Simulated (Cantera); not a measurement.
Feed: 1 mol C3H8, 1.9 mol H2O, 0.39 mol H2, at 1075 K and 1 atm.

These are equilibrium values from Cantera (NASA tables, ideal gas, pure condensed phases), not measurements of a reactor. Candidate condensed phases: C, C6H6, C7H8, C8H18, H2O; 110 gas species. Equilibrium is a limit: real reactors are often held back by kinetics, nucleation or transport.

Base state: H2 0.737, CO 0.212, CH4 0.0249, H2O 0.0200, CO2 0.00616 (mole fractions); condensed: C(graphite).

Problem. What changes in the equilibrium state with this change: temperature from 1075 K to 2023.15 K?

Solution. 
```tsv
species	before	after
H2	0.737	0.766
CO	0.212	0.232
H	1.25e-8	0.00165
CH4	0.0249	0.000237
H2O	0.0200	1.92e-5
C2H2 (acetylene)	5.55e-9	0.000685
CO2	0.00616	1.25e-6
CH3	7.62e-9	1.01e-5
C(graphite), mol	1.11	1.09
```

Problem. What changes in the equilibrium state with this change: pressure from 1 atm to 15.0 Pa?

Solution. 
```json
[
 {"species": "H2", "before": "0.737", "after": "0.768"},
 {"species": "CO", "before": "0.212", "after": "0.232"},
 {"species": "CH4", "before": "0.0249", "after": "3.99e-6"},
 {"species": "H2O", "before": "0.0200", "after": "3.38e-6"},
 {"species": "CO2", "before": "0.00616", "after": "1.10e-6"},
 {"species": "C(graphite), mol", "before": "1.11", "after": "1.10"}
]
```

Problem. What changes in the equilibrium state with this change: temperature from 1075 K to 1548.15 K?

Solution. 
| species | before | after |
|---|---|---|
| H2 | 0.737 | 0.766 |
| CO | 0.212 | 0.232 |
| CH4 | 0.0249 | 0.00122 |
| H2O | 0.0200 | 0.000221 |
| C2H2 (acetylene) | 5.55e-9 | 1.20e-5 |
| H | 1.25e-8 | 2.68e-5 |
| CO2 | 0.00616 | 2.40e-5 |
| C(graphite), mol | 1.11 | 1.09 |
